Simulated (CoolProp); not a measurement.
A single-stage vapour-compression cycle with R1336mzz(E): evaporating at 266.15 K (dew point), condensing at 321.15 K (bubble point), superheat 8 K, subcooling 2 K, compressor efficiency 0.8, no pressure losses. Each further row changes one setting.

The numbers come from the reference Helmholtz-energy equation of state, Akasaka 2023 in CoolProp.

| case | cooling COP | pressure ratio | discharge temperature (K) | refrigerating effect (kJ/kg) | volumetric capacity (kJ/m³) |
|---|---|---|---|---|---|
| as stated | 2.88 | 7.63 | 324.8 | 102 | 400 |
| evaporating temperature 271.15 K | 3.34 | 6.08 | 324.7 | 105 | 513 |
| condensing temperature 316.15 K | 3.31 | 6.56 | 320.6 | 108 | 425 |
| subcooling 7 K | 3.06 | 7.63 | 324.8 | 108 | 425 |
| superheat 18 K | 2.98 | 7.63 | 335.3 | 110 | 415 |
| compressor efficiency 0.7 | 2.52 | 7.63 | 330.3 | 102 | 400 |
